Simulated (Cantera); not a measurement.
An isothermal, constant-pressure homogeneous reactor starts with C2H6 : H2 = 1 : 4.7 (molar parts), at 1673 K and 13300 Pa. Integrator tolerance rtol = 1e-08.

Cantera simulation using GRI-Mech 3.0 (53 species, 325 reactions); the numbers are that mechanism's predictions, not measurements. GRI-Mech 3.0 stops at C3 and has no aromatics, soot or wall deposition, so with more carbon than oxygen in the feed, carbon stays in small species such as C2H2 where larger ones or solid carbon would form.

```json
[
 {"quantity": "x(C2H6) at 2.00 s", "before": "4.71e-7 (gas-phase equilibrium 2.68e-7)", "after": "7.41e-7 (gas-phase equilibrium 6.20e-9)"},
 {"quantity": "x(H2) at 2.00 s", "before": "0.864 (gas-phase equilibrium 0.866)", "after": "0.860 (gas-phase equilibrium 0.869)"},
 {"quantity": "x(CH3) at 2.00 s", "before": "6.42e-5 (gas-phase equilibrium 4.18e-5)", "after": "0.000228 (gas-phase equilibrium 1.64e-5)"},
 {"quantity": "x(CH4) at 2.00 s", "before": "0.00947 (gas-phase equilibrium 0.00610)", "after": "0.0141 (gas-phase equilibrium 0.000929)"},
 {"quantity": "x(CH2) at 2.00 s", "before": "2.13e-8 (gas-phase equilibrium 1.42e-8)", "after": "1.70e-7 (gas-phase equilibrium 1.43e-8)"},
 {"quantity": "x(C2H) at 2.00 s", "before": "2.06e-7 (gas-phase equilibrium 2.10e-7)", "after": "4.88e-7 (gas-phase equilibrium 5.51e-7)"}
]
```

Q: What was changed between the two runs?
A) pressure from 13300 Pa to 93.0 Pa
B) C2H6 1 to 0.16 parts
C) pressure from 13300 Pa to 2000 Pa
D) H2 4.7 to 39 parts

A: C, pressure from 13300 Pa to 2000 Pa
